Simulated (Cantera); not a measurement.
A closed system holds: 1 mol SiCl4, 0.14 mol NO, 1.5 mol N2, held at 500 K and 1.33 mbar.

These are equilibrium values from Cantera (NASA tables, ideal gas, pure condensed phases), not measurements of a reactor. Candidate condensed phases: Si, SiO2, Si2N2O, Si3N4; 23 gas species. Rates play no part.

Q: What is the equilibrium state?

A: 
| Property | Value |
|---|---|
| x(N2) | 0.595 |
| x(SiCl4) | 0.352 |
| x(Cl2) | 0.0530 |
| n(SiO2(α-quartz)) | 0.0700 mol |
| gas amount | 2.640 mol |
| log10 activity of Si(s) (absent) | -57.28 |
